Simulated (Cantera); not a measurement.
Charge: 1 mol Ta2O5, 0.52 mol CO, 6.3 mol H2, equilibrated at 2025 K and 0.133 bar.

These are equilibrium values from Cantera (NASA tables, ideal gas, pure condensed phases), not measurements of a reactor. Candidate condensed phases: C, C6H6, C7H8, C8H18, H2O, Ta, TaC, Ta2O5; 113 gas species. Mutual solubility and eutectic melting of coexisting phases are not modelled. TaC: taken at fixed stoichiometry. Condensed phases not in the tables: Ta2C. Rates play no part.

Base state: H2 0.917, CO 0.0754, H 0.00505, H2O 0.00233, CO2 4.10e-5, TaO2 1.08e-5 (mole fractions); condensed: TaC(s) + Ta2O5(s).

Question: What changes in the equilibrium state with this change: temperature from 2025 K to 1498.15 K?

Answer: 
| species | before | after |
|---|---|---|
| H2 | 0.917 | 0.923 |
| CO | 0.0754 | 0.0758 |
| H2O | 0.00233 | 0.00133 |
| H | 0.00505 | 4.53e-5 |
| TaO2 | 1.08e-5 | <1e-9 |
| CO2 | 4.10e-5 | 4.24e-5 |
| TaC(s), mol | 0.00462 | 0.00267 |
| Ta2O5(s), mol | 0.998 | 0.999 |
